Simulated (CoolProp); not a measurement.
Chlorine along the isobar 20 MPa: density (kg/m³) from the reference equation and from simpler models built on Tc = 143.7 °C, pc = 7.642 MPa, ω = 0.070; each cubic takes its own stable root.

The numbers come from the reference Helmholtz-energy equation of state, Thol 2021 in CoolProp.

```csv
T (°C),phase,reference,van der Waals,Redlich-Kwong
59.25,liquid,1349,906.6,1248
70.25,liquid,?,890.9,1216
81.35,liquid,1284,874.6,1182
92.35,liquid,?,858.0,1146
103.35,liquid,1215,840.8,1110
114.45,liquid,1178,822.8,1071
125.45,liquid,1140,804.4,1031
136.55,liquid,1100,785.0,989.5
147.55,supercritical,1058,?,946.3
158.55,supercritical,1014,744.5,901.3
```

Task: Complete the blanks.

Result: 
- 70.25, reference: 1317
- 92.35, reference: 1250
- 147.55, van der Waals: 765.2
